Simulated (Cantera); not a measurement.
An adiabatic, constant-volume homogeneous reactor starts with CH4 : O2 : N2 = 1 : 5.26 : 19.8 (molar parts), at 1325 K and 1.50 bar. Integrator tolerance rtol = 1e-08.

Cantera simulation using GRI-Mech 3.0 (53 species, 325 reactions); the numbers are that mechanism's predictions, not measurements.

### Question
What does this change do: 0.028 parts H2 added?

### Answer
| quantity | before | after |
|---|---|---|
| time of steepest temperature rise | 3.77 ms | 3.08 ms |
| temperature at 8.00 s | 2295 K | 2301 K |
| equilibrium temperature | 2295 K | 2301 K |
| x(CH4) at 8.00 s | <1e-12 (gas-phase equilibrium <1e-12) | <1e-12 (gas-phase equilibrium <1e-12) |
| x(O2) at 8.00 s | 0.118 (gas-phase equilibrium 0.118) | 0.117 (gas-phase equilibrium 0.117) |
| x(C2H4) at 8.00 s | <1e-12 (gas-phase equilibrium <1e-12) | <1e-12 (gas-phase equilibrium <1e-12) |
| x(C2H6) at 8.00 s | <1e-12 (gas-phase equilibrium <1e-12) | <1e-12 (gas-phase equilibrium <1e-12) |
| x(C2H) at 8.00 s | <1e-12 (gas-phase equilibrium <1e-12) | <1e-12 (gas-phase equilibrium <1e-12) |
| x(NO) at 8.00 s | 0.0114 (gas-phase equilibrium 0.0114) | 0.0115 (gas-phase equilibrium 0.0115) |
| x(O) at 8.00 s | 0.00103 (gas-phase equilibrium 0.00103) | 0.00106 (gas-phase equilibrium 0.00106) |

### Question
What does this change do: O2 5.26 to 7.5 parts?

### Answer
```
quantity                                                            before                                      after
---------------------------------  ---------------------------------------  -----------------------------------------
time of steepest temperature rise                                  3.77 ms                                    2.50 ms
temperature at 8.00 s                                               2295 K                                     2225 K
equilibrium temperature                                             2295 K                                     2225 K
x(CH4) at 8.00 s                     <1e-12 (gas-phase equilibrium <1e-12)      <1e-12 (gas-phase equilibrium <1e-12)
x(O2) at 8.00 s                        0.118 (gas-phase equilibrium 0.118)        0.187 (gas-phase equilibrium 0.187)
x(C2H4) at 8.00 s                    <1e-12 (gas-phase equilibrium <1e-12)      <1e-12 (gas-phase equilibrium <1e-12)
x(C2H6) at 8.00 s                    <1e-12 (gas-phase equilibrium <1e-12)      <1e-12 (gas-phase equilibrium <1e-12)
x(C2H) at 8.00 s                     <1e-12 (gas-phase equilibrium <1e-12)      <1e-12 (gas-phase equilibrium <1e-12)
x(NO) at 8.00 s                      0.0114 (gas-phase equilibrium 0.0114)      0.0119 (gas-phase equilibrium 0.0119)
x(O) at 8.00 s                     0.00103 (gas-phase equilibrium 0.00103)  0.000866 (gas-phase equilibrium 0.000866)
```
